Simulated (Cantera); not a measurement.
Cantera run, input and output.

```python
import numpy as np
import cantera as ct

gas = ct.Solution("gri30.yaml")
gas.TPX = 1300, 500000, {'CH4': 1, 'H2': 0.29, 'O2': 1.26, 'N2': 10.7}
reactor = ct.IdealGasReactor(gas, energy="on", clone=False)
net = ct.ReactorNet([reactor])
net.rtol, net.atol = 1e-08, 1e-16
show = ['CH4', 'H2', 'O2', 'HO2', 'H2O']
times = np.geomspace(1e-05, 0.1, 13)

steps = ct.SolutionArray(gas, extra=["t"])
rows = []
print(f"{'t/s':>10s}{'T/K':>9s}{'P/Pa':>11s}" + "".join(f"{s:>11s}" for s in show))
for t in times:
    while net.time < t:
        t_next = net.step()
        steps.append(gas.state, t=t_next)
    rows.append([np.interp(t, steps.t, y) for y in (steps.T, steps.P, *steps(*show).X.T)])
    print(f"{t:10.3e}{rows[-1][0]:9.1f}{rows[-1][1]:11.4g}" + "".join(f"{x:11.3e}" for x in rows[-1][2:]))
rate = np.gradient(steps.T, steps.t)
print("integrator steps:", len(steps.t))
if steps.T.max() > steps.T[0] + 200:
    print(f"time of steepest temperature rise: {steps.t[rate.argmax()]:.4e} s")
gas.TPX = 1300, 500000, {'CH4': 1, 'H2': 0.29, 'O2': 1.26, 'N2': 10.7}
gas.equilibrate("UV")
print(f"equilibrium (UV): T = {gas.T:.1f} K  " + "  ".join(f"{s} {gas[s].X[0]:.3e}" for s in show))
```

It prints:

```
       t/s      T/K       P/Pa        CH4         H2         O2        HO2        H2O
 1.000e-05   1300.0      5e+05  7.547e-02  2.189e-02  9.509e-02  1.430e-07  5.518e-08
 2.154e-05   1300.0      5e+05  7.547e-02  2.189e-02  9.509e-02  3.173e-07  2.391e-07
 4.642e-05   1300.0      5e+05  7.547e-02  2.189e-02  9.509e-02  7.713e-07  1.400e-06
 1.000e-04   1300.0      5e+05  7.546e-02  2.188e-02  9.508e-02  2.623e-06  1.375e-05
 2.154e-04   1301.4  5.005e+05  7.525e-02  2.180e-02  9.494e-02  7.142e-06  2.313e-04
 4.642e-04   1309.3  5.034e+05  7.427e-02  2.158e-02  9.426e-02  1.226e-05  1.249e-03
 1.000e-03   1348.8  5.187e+05  6.956e-02  2.163e-02  9.054e-02  3.500e-05  6.309e-03
 2.154e-03   2324.5  9.446e+05  6.359e-07  6.865e-02  1.137e-06  1.664e-09  9.434e-02
 4.642e-03   2324.8  9.447e+05  1.264e-10  6.865e-02  1.155e-06  1.695e-09  9.435e-02
 1.000e-02   2325.1  9.448e+05  1.230e-10  6.863e-02  1.160e-06  1.702e-09  9.438e-02
 2.154e-02   2325.2  9.448e+05  1.218e-10  6.862e-02  1.162e-06  1.705e-09  9.439e-02
 4.642e-02   2325.2  9.448e+05  1.216e-10  6.862e-02  1.162e-06  1.706e-09  9.439e-02
 1.000e-01   2325.2  9.448e+05  1.216e-10  6.862e-02  1.162e-06  1.706e-09  9.439e-02
integrator steps: 2062
time of steepest temperature rise: 1.4567e-03 s
equilibrium (UV): T = 2325.2 K  CH4 1.370e-10  H2 6.862e-02  O2 1.162e-06  HO2 1.706e-09  H2O 9.439e-02
```

Detailed kinetics in Cantera: GRI-Mech 3.0 (53 species, 325 reactions).
